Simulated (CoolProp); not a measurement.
Values from CoolProp's reference Helmholtz-energy equation of state, Thol 2017.

### Question
Give the vapour pressure (kPa), liquid density (kg/m³), vapour density (kg/m³), liquid cp (kJ/(kg K)) of saturated octamethyltrisiloxane (MDM) at 474.3 K.

### Answer
```tsv
T (K)	p (kPa)	liquid density (kg/m³)	vapour density (kg/m³)	liquid cp (kJ/(kg K))
474.3	309	608	22.2	2.26
```
